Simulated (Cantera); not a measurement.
An isothermal, constant-pressure homogeneous reactor starts with 11.8 % CH4, 84.7 % H2, 3.53 % N2, at 1673 K and 78.0 Pa.

Detailed kinetics in Cantera: GRI-Mech 3.0 (53 species, 325 reactions). GRI-Mech 3.0 stops at C3 and has no aromatics, soot or wall deposition, so with more carbon than oxygen in the feed, carbon stays in small species such as C2H2 where larger ones or solid carbon would form. Radical loss at walls, strong at low pressure, is not modelled.

x: mole fraction; the columns are a selection and need not sum to one.

```tsv
t (s)	x CH4	x H2	x C2H2	x C2H6	x H
0.000400	0.118	0.847	<1e-12	<1e-12	4.17e-7
0.000972	0.118	0.847	<1e-12	<1e-12	8.56e-7
0.00236	0.118	0.847	<1e-12	5.89e-12	1.85e-6
0.00574	0.118	0.847	1.21e-12	1.01e-10	4.24e-6
0.0139	0.118	0.847	5.11e-11	?	1.01e-5
0.0339	0.118	0.847	2.05e-9	?	2.42e-5
0.0823	0.117	0.847	8.49e-8	?	5.87e-5
0.200	0.117	0.847	3.83e-6	?	0.000144
0.486	0.116	0.847	0.000175	?	0.000365
1.18	0.104	0.853	0.00434	?	0.000843
2.87	0.0689	0.874	0.0205	?	0.00110
6.97	0.0343	0.894	0.0367	?	0.00128
16.9	0.0126	0.907	0.0467	?	0.00164
41.2	0.00331	0.911	0.0510	?	0.00238
100	0.000674	0.912	0.0522	?	0.00344
```

Problem. Fill in the missing entries.

Solution. 
- 0.0139, x C2H6: 1.37e-9
- 0.0339, x C2H6: 1.46e-8
- 0.0823, x C2H6: 1.18e-7
- 0.200, x C2H6: 7.50e-7
- 0.486, x C2H6: 3.97e-6
- 1.18, x C2H6: 1.15e-5
- 2.87, x C2H6: 7.05e-6
- 6.97, x C2H6: 2.05e-6
- 16.9, x C2H6: 3.64e-7
- 41.2, x C2H6: 3.59e-8
- 100, x C2H6: 2.03e-9
